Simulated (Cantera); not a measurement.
Feed: 1 mol BN, 2.7 mol F2, 3.4 mol H2, at 1600 °C and 12.0 mbar.

Cantera equilibrium calculation (NASA polynomials, part measured and part estimated; ideal gas, pure solids and liquids). Candidate condensed phases: B, BN; 31 gas species. The tables' values for BF2 are old estimates; treat these amounts as uncertain. Equilibrium is a limit: real reactors are often held back by kinetics, nucleation or transport.

Base state: HF 0.400, H2 0.352, BF3 0.154, N2 0.0815, BF2 0.00780, H 0.00349, BHF2 0.000718, BF 0.000359 (mole fractions); condensed: gas only.

Problem. What changes in the equilibrium state with this change: temperature from 1600 °C to 1325 °C?

Solution. 
```csv
species,before,after
HF,0.400,0.394
H2,0.352,0.360
BF3,0.154,0.163
BF2,0.00780,0.000448
N2,0.0815,0.0819
BF,0.000359,2.40e-6
H,0.00349,0.000292
BHF2,0.000718,0.000208
```
